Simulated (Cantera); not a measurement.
Input: 1 mol B₂H₆, 2.3 mol H₂, 0.17 mol N₂, at 7.50 Torr.

Cantera equilibrium calculation (NASA polynomials, part measured and part estimated; ideal gas, pure solids and liquids). Candidate condensed phases: B, BN; 15 gas species. The feed counts by its element totals alone. N₂ is the only nitrogen source here; it is nearly inert below about 1500 K, so the nitride shown seldom forms there in practice. Mutual solubility and eutectic melting of coexisting phases are not modelled. Rates play no part.

Problem. Which condensed phases are stable at each of these points (T (K)): 775, 875, 975, 1075, 1175, 1275, 1375, 1475, 1575, 1675, 1775, 1875, 1975, 2075?

Solution. 
| T (K) | condensed phases | B condensed (%) |
|---|---|---|
| 775 | B(s) + BN(s) | 100.0 |
| 875 | B(s) + BN(s) | 100.0 |
| 975 | B(s) + BN(s) | 100.0 |
| 1075 | B(s) + BN(s) | 100.0 |
| 1175 | B(s) + BN(s) | 100.0 |
| 1275 | B(s) + BN(s) | 100.0 |
| 1375 | B(s) + BN(s) | 100.0 |
| 1475 | B(s) + BN(s) | 100.0 |
| 1575 | B(s) + BN(s) | 100.0 |
| 1675 | B(s) + BN(s) | 100.0 |
| 1775 | B(s) + BN(s) | 100.0 |
| 1875 | B(s) + BN(s) | 99.9 |
| 1975 | B(s) + BN(s) | 99.9 |
| 2075 | B(s) | 99.8 |

From 775 K to 1975 K the condensed part is B(s) + BN(s). At 2075 K the condensed part is B(s).
